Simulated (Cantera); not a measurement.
A perfectly stirred reactor is fed with 86.2 % NO, 13.8 % N₂, at 210 Torr; it is held at 2175 K, and followed from long to short residence time.

Cantera simulation using GRI-Mech 3.0 (53 species, 325 reactions); the numbers are that mechanism's predictions, not measurements.

Problem. Predict: x(NO) at τ = 1.10 s; x(O₂) at τ = 1.10 s; x(NO₂) at τ = 1.10 s; x(N₂) at τ = 1.10 s; x(O) at τ = 1.10 s; x(NO) at τ = 36.0 ms; x(O₂) at τ = 36.0 ms; x(NO₂) at τ = 36.0 ms; x(N₂) at τ = 36.0 ms; x(O) at τ = 36.0 ms.

Solution. 
```json
{
  "x(NO) at τ = 1.10 s": "0.167",
  "x(O₂) at τ = 1.10 s": "0.346",
  "x(NO₂) at τ = 1.10 s": "0.000149",
  "x(N₂) at τ = 1.10 s": "0.485",
  "x(O) at τ = 1.10 s": "0.00259",
  "x(NO) at τ = 36.0 ms": "0.764",
  "x(O₂) at τ = 36.0 ms": "0.0480",
  "x(NO₂) at τ = 36.0 ms": "0.000274",
  "x(N₂) at τ = 36.0 ms": "0.187",
  "x(O) at τ = 36.0 ms": "0.00116"
}
```
